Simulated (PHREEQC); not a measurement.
NaOH is added in steps, without added water, to 1 kg of water holding 1.2 mmol/kgw HF, 2.4 mmol/kgw NH4HF2, 0.42 mmol/kgw H4SiO4 and 12 mmol/kgw H3PO4, at 40 °C. O2 is buffered at 0.21 atm. CO2 is held at log p = -3.4 (atm). The run lets SiO2(a) precipitate or redissolve, and no other solid.

Base run: PHREEQC, ion-association model, phreeqc.dat. Each further column changes one thing. The table gives H3PO4 (mol/kgw).

```tsv
NaOH added (mol)	base	Davies equation for every ion	Debye-Hückel limiting law	all activity coefficients set to 1	metal-ligand complexes left out
0	0.00525	0.00522	0.00518	0.00556	0.00525
0.0015	0.00471	0.00469	0.00465	0.00501	0.00471
0.00375	0.00384	0.00382	0.00378	0.00409	0.00384
0.00525	0.00322	0.00319	0.00316	0.00342	0.00321
0.00675	0.00257	0.00255	0.00253	0.00273	0.00257
0.00825	0.00193	0.00192	0.00190	0.00205	0.00193
0.0105	0.00104	0.00103	0.00103	0.00110	0.00104
0.012	0.000579	0.000574	0.000569	0.000604	0.000577
```

At this temperature some constants are extrapolated from 25 °C, and those without enthalpy data are left unchanged. SiF6-2 is the database's only silicon fluoride.
